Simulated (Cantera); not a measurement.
A closed system holds: 1 mol Si(CH3)4, 0.058 mol HCl, 180 mol H2, held at 0.00530 bar.

Method: chemical equilibrium by Gibbs-energy minimisation in Cantera with the NASA 1993 tables (ideal gas, pure condensed phases). Candidate condensed phases: C, C6H6, C7H8, C8H18, Si, SiC; 109 gas species. Gases not in the tables: Si2H6 and higher silanes. Kinetics and transport are ignored.

x: gas mole fraction; n: condensed amount in mol.

| T (K) | x H2 | x H | x Si | x C2H2 (acetylene) | x HCl | x CH4 | n C(graphite) | n SiC(s) |
|---|---|---|---|---|---|---|---|---|
| 1098 | 0.999 | 3.40e-7 | <1e-12 | 1.27e-8 | 0.000312 | 0.000193 | 2.96 | 1.00 |
| 1198 | 1.000 | 2.61e-6 | <1e-12 | 9.89e-8 | 0.000312 | 8.49e-5 | 2.98 | 1.00 |
| 1298 | 1.000 | ___ | ___ | ___ | 0.000312 | ___ | 2.99 | 1.00 |
| 1398 | 1.000 | 6.50e-5 | 6.99e-10 | 2.45e-6 | 0.000312 | 2.31e-5 | 2.99 | 1.000 |
| 1498 | 0.999 | ___ | ___ | ___ | 0.000312 | ___ | 2.99 | 1.000 |
| 1598 | 0.999 | 0.000731 | 1.84e-7 | 2.69e-5 | 0.000311 | 8.71e-6 | 2.99 | 1.000 |
| 1698 | 0.998 | 0.00198 | 1.82e-6 | 7.19e-5 | 0.000311 | 5.82e-6 | 2.97 | 1.000 |
| 1798 | 0.995 | 0.00482 | 1.39e-5 | 0.000172 | 0.000310 | 4.06e-6 | 2.94 | 0.997 |
| 1898 | 0.989 | 0.0107 | 8.54e-5 | 0.000372 | 0.000307 | 2.93e-6 | 2.88 | 0.982 |
| 1998 | 0.977 | 0.0218 | 0.000437 | 0.000740 | 0.000303 | 2.16e-6 | 2.81 | 0.905 |
| 2098 | 0.955 | 0.0413 | 0.00191 | 0.00136 | 0.000294 | 1.60e-6 | 2.85 | 0.566 |

What belongs in the gaps?


- 1298, x H: 1.47e-5
- 1298, x Si: 2.25e-11
- 1298, x C2H2 (acetylene): 5.58e-7
- 1298, x CH4: 4.22e-5
- 1498, x H: 0.000236
- 1498, x Si: 1.37e-8
- 1498, x C2H2 (acetylene): 8.81e-6
- 1498, x CH4: 1.37e-5
